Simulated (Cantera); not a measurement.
An adiabatic, constant-volume homogeneous reactor starts with H2 : O2 : N2 = 1 : 0.12 : 1.45 (molar parts), equivalence ratio 4.2, at 1698 K and 0.950 bar.

Cantera simulation using the H2/O2 subset of GRI-Mech 3.0, which has no nitrogen chemistry; the numbers are that mechanism's predictions, not measurements.

One state of this run: T (K) = 2447; P (bar) = 1.31; x H2 = 0.304; x O2 = 1.64e-6; x O = 1.25e-5; x H2O = 0.0968; x H2O2 = 8.90e-10; x H = 0.00961. x: mole fraction; the columns are a selection and need not sum to one.

Task: Which value of t (s) does it belong to?
A) 0.800
B) 0.000230
C) 0.00141
D) 6.12e-6

Result: A, 0.800
